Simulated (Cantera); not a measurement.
A closed system holds: 1 mol Si, 0.57 mol Cl2, 3.8 mol H2, at 0.100 bar.

These are equilibrium values from Cantera (NASA tables, ideal gas, pure condensed phases), not measurements of a reactor. Candidate condensed phases: Si; 19 gas species. Kinetics and transport are ignored.

Problem. What share of the Si ends up in condensed phases as a function of T (K), at 1173, 1223, 1273, 1323, 1373, 1423, 1473, 1523, 1573?

Solution. 
```
T (K)  Si condensed (%)     as
-----  ----------------  -----
1173               73.4  Si(s)
1223               73.8  Si(s)
1273               73.9  Si(s)
1323               73.5  Si(s)
1373               72.9  Si(s)
1423               72.3  Si(s)
1473               71.7  Si(s)
1523               71.2  Si(s)
1573               70.8  Si(s)
```
